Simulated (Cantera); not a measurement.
An isothermal, constant-pressure homogeneous reactor starts with CH4 : H2O = 1 : 2.2 (molar parts), at 2100 K and 7500 Torr. Integrator tolerance rtol = 1e-08.

Detailed kinetics in Cantera: GRI-Mech 3.0 (53 species, 325 reactions).

### Question
What does this change do: temperature 2100 to 1525 K?

### Answer
```csv
quantity,before,after
x(CH4) at 80.0 s,3.92e-7 (gas-phase equilibrium 4.40e-7),0.0114 (gas-phase equilibrium 5.62e-5)
x(H2O) at 80.0 s,0.217 (gas-phase equilibrium 0.217),0.224 (gas-phase equilibrium 0.209)
x(CO2) at 80.0 s,0.0134 (gas-phase equilibrium 0.0134),0.0233 (gas-phase equilibrium 0.0221)
x(H2O2) at 80.0 s,1.22e-10 (gas-phase equilibrium 1.22e-10),<1e-12 (gas-phase equilibrium <1e-12)
x(H) at 80.0 s,0.000762 (gas-phase equilibrium 0.000762),5.72e-6 (gas-phase equilibrium 5.83e-6)
x(O2) at 80.0 s,4.83e-9 (gas-phase equilibrium 4.83e-9),<1e-12 (gas-phase equilibrium <1e-12)
```

### Question
What does this change do: temperature 2100 to 1273 K?

### Answer
| quantity | before | after |
|---|---|---|
| x(CH4) at 80.0 s | 3.92e-7 (gas-phase equilibrium 4.40e-7) | 0.248 (gas-phase equilibrium 0.00191) |
| x(H2O) at 80.0 s | 0.217 (gas-phase equilibrium 0.217) | 0.626 (gas-phase equilibrium 0.202) |
| x(CO2) at 80.0 s | 0.0134 (gas-phase equilibrium 0.0134) | 0.0118 (gas-phase equilibrium 0.0320) |
| x(H2O2) at 80.0 s | 1.22e-10 (gas-phase equilibrium 1.22e-10) | <1e-12 (gas-phase equilibrium <1e-12) |
| x(H) at 80.0 s | 0.000762 (gas-phase equilibrium 0.000762) | 6.94e-8 (gas-phase equilibrium 1.77e-7) |
| x(O2) at 80.0 s | 4.83e-9 (gas-phase equilibrium 4.83e-9) | <1e-12 (gas-phase equilibrium <1e-12) |
